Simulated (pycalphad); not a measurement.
All values are pycalphad results on the COST 507 light-alloy database (1999) (1 atm), not direct measurements. The database dates from 1999; later assessments differ in places, in temperatures and in the compounds included. Amounts are mole fractions of atoms.

Give the equilibrium state of Sn-3.183Si (wt.%) at 1140 K.


```
T = 1140.00 K, P = 101325 Pa, N = 1 mol of atoms
G = -80915 J/mol, H = 30668 J/mol, S = 97.88 J/(mol K)  (SER reference)
chemical potentials (J/mol): Sn -86982, Si -37256
phase             fraction      x(Sn)      x(Si)
LIQUID              0.8884     0.9883     0.0117
DIAMOND_A4          0.1116   4.09e-07     1.0000
```

Give the equilibrium state of Sn-3.183Si (wt.%) at 500 K.


```
T = 500.00 K, P = 101325 Pa, N = 1 mol of atoms
G = -25159 J/mol, H = 5647 J/mol, S = 61.61 J/(mol K)  (SER reference)
chemical potentials (J/mol): Sn -27180, Si -10615
phase             fraction      x(Sn)      x(Si)
BCT_A5              0.8780     1.0000       none
DIAMOND_A4          0.1220   1.89e-07     1.0000
```

DIAMOND_A4 is diamond (Si); BCT_A5 is bct (Sn). An entry "none" or "no" means that the model of the phase leaves that element out.
